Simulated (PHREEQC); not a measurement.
A made-up water analysis in mg/kgw, 25 °C, pH 2.26, pe 12: Na 11.1; K 2.02; Ca 159; Mg 7.46; Cl 126; S(6) as SO4 791; Cu(2) 2.95; Br 2.24; N(5) as NO3 0.66.

Valence states are taken as typed.

Computed with PHREEQC (ion-association model, wateq4f.dat).

Each row changes one thing in this solution. No solid was allowed to form.

```csv
case,ionic strength (mol/kgw),SO4-2 (mol/kgw),Ca+2 (mol/kgw),HSO4- (mol/kgw),CaSO4 (mol/kgw),Mg+2 (mol/kgw),SI of Gypsum (CaSO4:2H2O),SI of Epsomite (MgSO4:7H2O)
as made,0.0230,0.00527,0.00294,0.00184,0.000989,0.000219,-0.72,-4.29
all concentrations times 3 at the same typed pH,0.0580,0.0152,0.00732,0.00442,0.00440,0.000534,(withheld),-3.64
temperature from 25 to 10 °C at the same typed pH,0.0238,(withheld),0.00299,0.00147,0.000948,(withheld),(withheld),(withheld)
```

### Question
What belongs in the gaps?

### Answer

- all concentrations times 3 at the same typed pH, SI of Gypsum (CaSO4:2H2O): -0.07
- temperature from 25 to 10 °C at the same typed pH, SO4-2 (mol/kgw): 0.00570
- temperature from 25 to 10 °C at the same typed pH, Mg+2 (mol/kgw): 0.000238
- temperature from 25 to 10 °C at the same typed pH, SI of Gypsum (CaSO4:2H2O): -0.67
- temperature from 25 to 10 °C at the same typed pH, SI of Epsomite (MgSO4:7H2O): -4.10

Away from 25 °C the constants follow the database's enthalpies or fits; those with neither stay at their 25 °C values.
